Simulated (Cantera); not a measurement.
What does this Cantera script print?

```python
import numpy as np
import cantera as ct

gas_names = """
    H HNO HNO2 HNO3 HO2 H2 H2O H2O2 N NH NH2 NH3 NH2OH NO NO2 NO3 N2 N2H2 N2H4 N2O O OH O2 O3 Si SiH
    SiH2 SiH3 SiH4 SiN SiO SiO2 Si2 Si2N Si3
""".split()
cond_names = """
    H2O(s) H2O(L) Si(cr) Si(L) SiO2(Lqz) SiO2(hqz) SiO2(L) Si2N2O(s) Si3N4(a)
""".split()


# ... load() reads the species with a 1 bar reference pressure and builds the phases ...
atoms = {
    'Si3N4': {'Si': 3, 'N': 4},
    'H2O': {'H': 2, 'O': 1},
    'H2': {'H': 2},
    'N2O': {'N': 2, 'O': 1},
}
top_T = {'Si2N2O(s)': 2100, 'Si3N4(a)': 2400}  # K; cautious upper limits of use, not melting points


# ... equilibrate(T, P, feed) seeds the gas with the atoms and calls Mixture.equilibrate('TP', solver="vcs", rtol=1e-11, max_steps=5000) ...
results = []
feed = {'Si3N4': 1, 'H2O': 0.0038, 'H2': 470, 'N2O': 0.46}  # mol
P = 13332.2  # Pa
for T in [1123, 1198, 1273, 1348, 1423, 1498, 1573, 1648, 1723, 1798, 1873, 1948, 2023]:
    mix = equilibrate(T, P, feed)
    results.append((T, P, feed, dict(zip(mix.species_names, mix.species_moles))))

top = {s: max(r[3][s] / sum(r[3][g] for g in gas_names) for r in results) for s in gas_names}
cols = sorted((s for s in top if top[s] > 1e-06), key=lambda s: -top[s])[:7]
seen = [c for c in cond_names if any(r[3].get(c, 0) > 1e-12 for r in results)]
print("log10 of partial pressures in bar; condensed amounts in mol")
print(f"{'T/K':>10s}" + "".join(f"{s[:9]:>10s}" for s in cols + seen))
for T, P, feed, n in results:
    ng = sum(n[g] for g in gas_names)
    print(f"{T:10.4g}" + "".join(f"{np.log10(max(n[s] / ng * P / 1e5, 1e-99)):10.3f}" for s in cols)
          + "".join(f"{n.get(c, 0):10.4g}" for c in seen))
```

Result:

```
log10 of partial pressures in bar; condensed amounts in mol
       T/K        H2        N2         H       SiO        Si      SiH2       SiH    Si(cr)     Si(L) Si2N2O(s)  Si3N4(a)
      1123    -0.876    -3.759    -7.809   -13.047   -16.455   -12.785   -15.488         0         0    0.4638    0.6908
      1198    -0.876    -3.759    -7.159   -11.347   -14.432   -11.360   -13.688         0         0    0.4638    0.6908
      1273    -0.876    -3.759    -6.585    -9.851   -12.650   -10.104   -12.103         0         0    0.4638    0.6908
      1348    -0.876    -3.759    -6.074    -8.524   -11.068    -8.990   -10.697         0         0    0.4638    0.6908
      1423    -0.876    -3.759    -5.616    -7.340    -9.656    -7.994    -9.442         0         0    0.4636    0.6908
      1498    -0.876    -3.759    -5.203    -6.278    -8.387    -7.100    -8.315         0         0    0.4619    0.6913
      1573    -0.876    -3.730    -4.829    -5.329    -7.260    -6.311    -7.316   0.05406         0    0.4472    0.6776
      1648    -0.877    -3.230    -4.489    -4.590    -6.589    -5.949    -6.763     2.158         0    0.3727         0
      1723    -0.878    -3.159    -4.178    -3.884    -6.007    -5.648    -6.288         0     2.523         0         0
      1798    -0.878    -3.159    -3.892    -3.884    -5.511    -5.408    -5.890         0     2.506         0         0
      1873    -0.879    -3.159    -3.629    -3.884    -5.055    -5.188    -5.525         0     2.469         0         0
      1948    -0.879    -3.160    -3.387    -3.884    -4.634    -4.985    -5.188         0     2.389         0         0
      2023    -0.880    -3.161    -3.162    -3.885    -4.245    -4.798    -4.877         0     2.219         0         0
```

These are equilibrium values from Cantera (NASA tables, ideal gas, pure condensed phases), not measurements of a reactor. Mutual solubility and eutectic melting of coexisting phases are not modelled. Gases not in the tables: Si2H6 and higher silanes.
